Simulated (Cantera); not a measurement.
Charge: 1 mol CH3F, 0.019 mol F2, 4 mol H2, held at 100000 Pa.

Method: chemical equilibrium by Gibbs-energy minimisation in Cantera with the NASA 1993 tables (ideal gas, pure condensed phases). Candidate condensed phases: C, C6H6, C7H8, C8H18; 110 gas species. Ions and electrons are included (thermal ionisation). Kinetics and transport are ignored. All values below are at 4727 °C.

Base state: H 0.826, C 0.0699, F 0.0603, HF 0.0217, H2 0.0165, C2 0.00326, CF 0.00121, CH 0.000566 (mole fractions); condensed: gas only.

### Question
What changes in the equilibrium state with this change: CH3F replaced by CH2F2?

### Answer
| species | before | after |
|---|---|---|
| H | 0.826 | 0.746 |
| F | 0.0603 | 0.123 |
| C | 0.0699 | 0.0700 |
| HF | 0.0217 | 0.0401 |
| H2 | 0.0165 | 0.0135 |
| CF | 0.00121 | 0.00247 |
| CF+ | 8.63e-6 | 1.50e-5 |
| e- | 2.04e-5 | 2.41e-5 |
